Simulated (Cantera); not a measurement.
**Thermodynamics of silicon nitride deposition, feed SiH2Cl2 + NH3 + H2**

Input: 1 mol SiH2Cl2, 1.7 mol NH3, 0.51 mol H2, equilibrated at 1823.15 K and 100000 Pa.

These are equilibrium values from Cantera (NASA tables, ideal gas, pure condensed phases), not measurements of a reactor. Candidate condensed phases: NH4Cl, Si, Si3N4; 28 gas species. The tables' values for SiCl3, SiCl are old estimates; treat these amounts as uncertain. Rates play no part.

| Property | Result |
|---|---|
| x(H2) | 0.636 |
| x(HCl) | 0.211 |
| x(N2) | 0.0812 |
| x(SiCl2) | 0.0614 |
| x(SiCl3) | 0.00742 |
| x(SiCl4) | 0.00139 |
| x(SiHCl3) | 0.00111 |
| x(H) | 0.000346 |
| x(SiH2Cl2) | 0.000162 |
| n(Si3N4(s)) | 0.203 mol |
| gas amount | 5.470 mol |
| log10 activity of Si(l) (absent) | -0.54 |
